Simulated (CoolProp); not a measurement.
A single-stage vapour-compression cycle with R141b: evaporating at 262.15 K (dew point), condensing at 291.15 K (bubble point), superheat 5 K, subcooling 2 K, compressor efficiency 0.9, no pressure losses. Each further row changes one setting.

Computed with CoolProp (reference Helmholtz-energy equation of state, Lemmon 2006). It is a short technical equation, of lower accuracy than the large ones.

```csv
case,cooling COP,pressure ratio,discharge temperature (K),refrigerating effect (kJ/kg),volumetric capacity (kJ/m³)
as stated,[?],3.62,307.2,216,190
evaporating temperature 267.15 K,9.44,2.83,[?],[?],243
condensing temperature 286.15 K,[?],[?],300.8,221,195
subcooling 7 K,7.76,3.62,307.2,221,195
superheat 15 K,[?],3.62,[?],223,189
compressor efficiency 0.8,6.72,3.62,[?],216,190
```

Question: Some entries are withheld; supply them.

Answer: 
- as stated, cooling COP: 7.56
- evaporating temperature 267.15 K, discharge temperature (K): 304.7
- evaporating temperature 267.15 K, refrigerating effect (kJ/kg): 219
- condensing temperature 286.15 K, cooling COP: 9.27
- condensing temperature 286.15 K, pressure ratio: 2.97
- superheat 15 K, cooling COP: 7.52
- superheat 15 K, discharge temperature (K): 317.7
- compressor efficiency 0.8, discharge temperature (K): 311.7
